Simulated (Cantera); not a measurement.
Feed: 1 mol SiC, 1.8 mol O2, 8.9 mol N2, equilibrated at 0.360 bar.

Method: chemical equilibrium by Gibbs-energy minimisation in Cantera with the NASA 1993 tables (ideal gas, pure condensed phases). Candidate condensed phases: C, Si, SiC, SiO2, Si2N2O, Si3N4; 34 gas species. The tables hold silica as quartz up to 1696 K and as liquid above; real silica turns to tridymite and cristobalite and melts near 1996 K. The numbers say what is thermodynamically allowed, not how fast it happens. All values below are at 1500 K.

Base state: N2 0.899, CO2 0.0606, CO 0.0404 (mole fractions); condensed: SiO2(β-quartz).

Question: What changes in the equilibrium state with this change: O2 from 1.8 to 0.0012 mol?

Answer: 
| species | before | after |
|---|---|---|
| N2 | 0.899 | 1.000 |
| CO | 0.0404 | 0.000176 |
| CO2 | 0.0606 | <1e-9 |
| SiO2(β-quartz), mol | 1.00 | 0 |
| C(graphite), mol | 0 | 0.999 |
| Si2N2O(s), mol | 0 | 0.000952 |
| Si3N4(s), mol | 0 | 0.333 |
Mutual solubility and eutectic melting of coexisting phases are not modelled.
